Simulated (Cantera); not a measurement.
# Thermodynamics of hydrogen reduction and annealing atmospheres, feed PbO + H2

Feed: 1 mol PbO, 1100 mol H2, at 210 Torr.

Cantera equilibrium calculation (NASA polynomials, part measured and part estimated; ideal gas, pure solids and liquids). Candidate condensed phases: H2O, Pb, PbO, PbO2, Pb3O4; 12 gas species. Kinetics and transport are ignored.

From 527 °C to 827 °C the condensed part is Pb(l). From 927 °C to 1427 °C nothing is condensed. The main Pb-bearing gas is Pb throughout.

```
T (°C)  log p H2  log p H2O  log p Pb  log p H  log p Pb2  log p OH  n Pb(l)
------  --------  ---------  --------  -------  ---------  --------  -------
527        -0.55      -3.59     -7.21   -11.81       <-12      <-12    1.000
627        -0.55      -3.59     -5.86   -10.21     -12.09      <-12    0.995
727        -0.55      -3.59     -4.79    -8.92     -10.29      <-12    0.936
827        -0.55      -3.59     -3.92    -7.86      -8.83      <-12    0.524
927        -0.55      -3.59     -3.59    -6.98      -8.43    -12.12        0
1027       -0.55      -3.59     -3.59    -6.23      -8.63    -11.16        0
1127       -0.55      -3.59     -3.59    -5.59      -8.80    -10.33        0
1227       -0.55      -3.59     -3.59    -5.03      -8.96     -9.62        0
1327       -0.55      -3.59     -3.59    -4.54      -9.09     -8.99        0
1427       -0.55      -3.59     -3.59    -4.11      -9.21     -8.44        0
```
log p: log10 of the partial pressure in bar; n: condensed amount in mol.
